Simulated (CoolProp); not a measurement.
Model: reference Helmholtz-energy equation of state, Lemmon 2006, in CoolProp. It is a short technical equation, of lower accuracy than the large ones.

Task: Give the vapour pressure (MPa), enthalpy of vaporisation (kJ/kg), liquid cp (kJ/(kg K)), liquid conductivity (mW/(m K)) of saturated n-decane at 181.35, 230.95, 255.75 °C.

Result: 
| T (°C) | p (MPa) | enthalpy of vaporisation (kJ/kg) | liquid cp (kJ/(kg K)) | liquid conductivity (mW/(m K)) |
|---|---|---|---|---|
| 181.35 | 0.121 | 272 | 2.84 | 93.5 |
| 230.95 | 0.355 | 235 | 3.08 | 84.7 |
| 255.75 | 0.557 | 213 | 3.21 | 80.8 |

Thermal conductivity comes from a separate model (Huber 2005).
